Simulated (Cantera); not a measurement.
Feed: 1 mol Si, 0.53 mol F2, 89 mol H2, equilibrated at 627 °C and 0.0100 bar.

Method: chemical equilibrium by Gibbs-energy minimisation in Cantera with the NASA 1993 tables (ideal gas, pure condensed phases). Candidate condensed phases: Si; 25 gas species. Kinetics and transport are ignored.

What is the equilibrium state?


- x(H2) = 0.997
- x(SiF4) = 0.00269
- x(SiHF3) = 0.000344
- x(SiH2F2) = 2.45e-5
- x(SiF3) = 4.48e-6
- x(HF) = 2.72e-6
- n(Si(s)) = 0.726 mol
- gas amount = 89.26 mol
